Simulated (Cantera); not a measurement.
## Low-pressure radical oxidation in H2/O2

An isothermal, constant-pressure homogeneous reactor starts with 0.880 % H2, 58.7 % O2, 40.5 % N2, at 1250 K and 1330 Pa.

Model: the H2/O2 subset of GRI-Mech 3.0, which has no nitrogen chemistry, integrated in Cantera. Radical loss at walls, strong at low pressure, is not modelled.

```
t (s)        x H2   x O2    x H2O2      x OH     x H2O    x HO2       x O
--------  -------  -----  --------  --------  --------  -------  --------
0.000100  0.00880  0.587    <1e-12  6.01e-10  6.59e-11  1.18e-9  6.29e-10
0.000351  0.00880  0.587    <1e-12   3.78e-9   1.58e-9  4.13e-9   4.37e-9
0.00123   0.00880  0.587  9.18e-12   3.69e-8   4.30e-8  1.46e-8   4.92e-8
0.00433   0.00877  0.586  1.24e-10   1.19e-5   1.89e-5  9.03e-8   1.64e-5
0.0152    6.28e-5  0.579   1.55e-8  0.000821   0.00808  6.50e-7   0.00722
0.0534    4.55e-5  0.579   1.39e-8  0.000733   0.00820  5.92e-7   0.00628
0.187     2.95e-5  0.581   1.30e-8  0.000591   0.00839  4.86e-7   0.00399
0.658     1.00e-5  0.583   9.75e-9  0.000345   0.00863  2.80e-7   0.00133
2.31      1.64e-6  0.584   4.28e-9  0.000140   0.00876  9.21e-8  0.000216
8.11      2.04e-7  0.585   1.03e-9   4.96e-5   0.00881  1.95e-8   2.68e-5
28.5      2.95e-8  0.585  2.00e-10   1.89e-5   0.00883  5.06e-9   3.89e-6
100       6.27e-9  0.585  4.86e-11   8.74e-6   0.00883  4.24e-9   8.31e-7
```
x: mole fraction; the columns are a selection and need not sum to one.

Equilibrium at this temperature and pressure: H2 3.47e-9, O2 0.585, H2O2 2.87e-11, OH 6.51e-6, H2O 0.00883, HO2 4.98e-9, O 4.61e-7 (gas phase only).
